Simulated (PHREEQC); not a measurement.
A made-up water analysis in mmol/kgw, 25 °C, pH 7.03, pe -1.8:

| constituent | mmol/kgw |
|---|---|
| Na | 2.24 |
| K | 1.01 |
| Ca | 0.414 |
| Mg | 0.894 |
| Cl | 1.94 |
| S(6) | 1.58 |
| Alkalinity (meq/kgw) | 0.615 |
| Zn | 0.0157 |

Valence states are taken as typed.

Computed with PHREEQC (ion-association model, wateq4f.dat).

Precipitation was switched off in this run.

Order these Zn species by the share of Zn that they hold, largest first: ZnOH+, Zn+2, ZnCO3, ZnSO4, ZnHCO3+.

Zn+2 (79 %), ZnSO4 (12 %), ZnHCO3+ (4.2 %), ZnCO3 (3.1 %), ZnOH+ (0.71 %)

Order these Ca species by the share of Ca that they hold, largest first: CaSO4, Ca+2, CaHCO3+.

Ca+2 (88 %), CaSO4 (12 %), CaHCO3+ (0.47 %)

The pH is 7.03 and the ionic strength 0.00797 mol/kgw.
